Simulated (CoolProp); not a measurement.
Values from CoolProp's reference Helmholtz-energy equation of state, Thol 2017.

Q: Give the vapour pressure (bar), vapour density (kg/m³), enthalpy of vaporisation (kJ/kg), liquid cp (kJ/(kg K)) of saturated octamethyltrisiloxane (MDM) at 64.45, 81.45, 98.55 °C.

A: 
| T (°C) | p (bar) | vapour density (kg/m³) | enthalpy of vaporisation (kJ/kg) | liquid cp (kJ/(kg K)) |
|---|---|---|---|---|
| 64.45 | 0.0452 | 0.384 | 189 | 1.88 |
| 81.45 | 0.0965 | 0.785 | 182 | 1.92 |
| 98.55 | 0.189 | 1.48 | 175 | 1.97 |
